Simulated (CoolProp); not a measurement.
Model: reference Helmholtz-energy equation of state, Guder 2009, in CoolProp.

Problem. Give the vapour pressure (MPa), liquid cp (kJ/(kg K)), vapour Z, surface tension (mN/m) of saturated sulfur hexafluoride at -40.35, -21.55, -2.75 °C.

Solution. 
```tsv
T (°C)	p (MPa)	liquid cp (kJ/(kg K))	vapour Z	surface tension (mN/m)
-40.35	0.336	0.866	0.909	10.1
-21.55	0.656	0.933	0.854	7.40
-2.75	1.16	1.02	0.781	4.86
```

Surface tension comes from a separate correlation (Mulero 2012).
